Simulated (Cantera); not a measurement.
Charge: 1 mol Si, 0.03 mol H2O, 5.4 mol N2, held at 1.73 Torr.

Method: chemical equilibrium by Gibbs-energy minimisation in Cantera with the NASA 1993 tables (ideal gas, pure condensed phases). Candidate condensed phases: H2O, Si, SiO2, Si2N2O, Si3N4; 35 gas species. The tables' values for SiN are old estimates; treat these amounts as uncertain. Equilibrium is a limit: real reactors are often held back by kinetics, nucleation or transport.

x: gas mole fraction; n: condensed amount in mol.

```
T (°C)   x N2      x Si    x SiO     x H2       x H    x Si2N  n Si(l)
------  -----  --------  -------  -------  --------  --------  -------
1450    0.988  0.000428  0.00549  0.00535  0.000278   2.01e-5    0.967
1475    0.988  0.000633  0.00549  0.00531  0.000347   2.67e-5    0.966
1500    0.988  0.000926  0.00549  0.00527  0.000431   3.51e-5    0.964
1525    0.987         ?  0.00549  0.00522         ?         ?    0.962
1550    0.987   0.00192  0.00548  0.00515  0.000649   5.95e-5    0.958
1575    0.986   0.00273  0.00548  0.00508  0.000788   7.65e-5    0.954
1600    0.985   0.00383  0.00547  0.00499  0.000951   9.77e-5    0.947
1625    0.983   0.00534  0.00546  0.00488   0.00114  0.000124    0.938
1650    0.981   0.00738  0.00545  0.00476   0.00136  0.000156    0.926
1675    0.978         ?  0.00543  0.00462         ?         ?    0.910
1700    0.974    0.0137  0.00541  0.00446   0.00188  0.000243    0.888
1725    0.969    0.0185  0.00538  0.00427   0.00219  0.000300    0.859
```

### Question
Some entries are withheld; supply them.

### Answer

- 1525, x Si: 0.00134
- 1525, x H: 0.000530
- 1525, x Si2N: 4.59e-5
- 1675, x Si: 0.0101
- 1675, x H: 0.00160
- 1675, x Si2N: 0.000195
